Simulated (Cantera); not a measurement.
Charge: 1 mol SiC, a varied amount of N₂O, 56 mol H₂, at 1652 °C and 1.33 mbar.

Equilibrium computed with Cantera from the NASA thermochemical tables; the gas is ideal and each condensed phase is pure. Candidate condensed phases: C, C₆H₆, C₇H₈, C₈H₁₈, H₂O, Si, SiC, SiO₂, Si₂N₂O, Si₃N₄; 151 gas species. Gases not in the tables: Si₂H₆ and higher silanes. Kinetics and transport are ignored.

log p: log10 of the partial pressure in bar; n: condensed amount in mol.

```json
[
 {"n(N₂O) (mol)": "0.067", "log p H₂": "-2.89", "log p N₂": "-5.83", "log p H": "-4.46", "log p CO": "-5.82", "log p SiO": "-7.16", "log p H₂O": "-12.12", "n SiC(s)": "0.917"},
 {"n(N₂O) (mol)": "0.11", "log p H₂": "-2.89", "log p N₂": "-5.61", "log p H": "-4.46", "log p CO": "-5.63", "log p SiO": "-6.70", "log p H₂O": "-11.79", "n SiC(s)": "0.883"},
 {"n(N₂O) (mol)": "0.2", "log p H₂": "-2.89", "log p N₂": "-5.34", "log p H": "-4.46", "log p CO": "-5.40", "log p SiO": "-6.17", "log p H₂O": "-11.42", "n SiC(s)": "[?]"},
 {"n(N₂O) (mol)": "0.34", "log p H₂": "-2.89", "log p N₂": "-5.11", "log p H": "-4.47", "log p CO": "-5.21", "log p SiO": "-5.76", "log p H₂O": "-11.12", "n SiC(s)": "[?]"},
 {"n(N₂O) (mol)": "0.59", "log p H₂": "-2.90", "log p N₂": "-4.87", "log p H": "-4.47", "log p CO": "-5.02", "log p SiO": "-5.39", "log p H₂O": "-10.85", "n SiC(s)": "[?]"},
 {"n(N₂O) (mol)": "1", "log p H₂": "-2.90", "log p N₂": "-4.65", "log p H": "-4.47", "log p CO": "-4.84", "log p SiO": "-5.09", "log p H₂O": "-10.61", "n SiC(s)": "[?]"},
 {"n(N₂O) (mol)": "1.7", "log p H₂": "-2.91", "log p N₂": "-4.43", "log p H": "-4.48", "log p CO": "-4.66", "log p SiO": "-4.80", "log p H₂O": "-10.32", "n SiC(s)": "0"},
 {"n(N₂O) (mol)": "3", "log p H₂": "-2.93", "log p N₂": "-4.19", "log p H": "-4.49", "log p CO": "-4.67", "log p SiO": "-4.67", "log p H₂O": "-4.67", "n SiC(s)": "0"}
]
```

### Question
What belongs in the gaps?

### Answer

- 0.2, n SiC(s): 0.816
- 0.34, n SiC(s): 0.722
- 0.59, n SiC(s): 0.572
- 1, n SiC(s): 0.346
